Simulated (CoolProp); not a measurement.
Vapour-liquid equilibrium of propylene (1) + isobutane (2) at 192.7 K; x and y are mole fractions of (1).

Model: multi-fluid Helmholtz-energy mixture model, Lemmon 2013 and Bücker 2006; pair parameters Bell 2016, in CoolProp.

| x | bubble pressure, mixture model (MPa) | bubble pressure, Raoult's law (MPa) | y, mixture model | y, Raoult's law |
|---|---|---|---|---|
| 0.05 | 0.003325 | 0.002930 | 0.370 | 0.289 |
| 0.125 | 0.004403 | 0.004037 | 0.551 | 0.525 |
| 0.2 | 0.005140 | 0.005145 | 0.637 | 0.659 |
| 0.275 | 0.005764 | 0.006253 | 0.695 | 0.746 |
| 0.35 | 0.006391 | 0.007361 | 0.746 | 0.807 |
| 0.425 | 0.007091 | 0.008468 | 0.794 | 0.851 |
| 0.5 | 0.007912 | 0.009576 | 0.840 | 0.886 |
| 0.575 | 0.008892 | 0.01068 | 0.882 | 0.913 |
| 0.65 | 0.01006 | 0.01179 | 0.920 | 0.935 |
| 0.725 | 0.01142 | 0.01290 | 0.950 | 0.953 |
| 0.8 | 0.01294 | 0.01401 | 0.973 | 0.969 |
| 0.875 | 0.01454 | 0.01511 | 0.988 | 0.982 |
| 0.95 | 0.01607 | 0.01622 | 0.997 | 0.993 |

The largest gap from Raoult's law is -17.4 % in bubble pressure, at x = 0.5. No azeotrope shows between x = 0.05 and 0.95.

Pair parameters are fitted to limited data, so mixtures are less certain than the pure fluids. The gap from Raoult's law changes sign with composition, which may be real or a fault of the pair parameters; it wasn't checked against measurements.
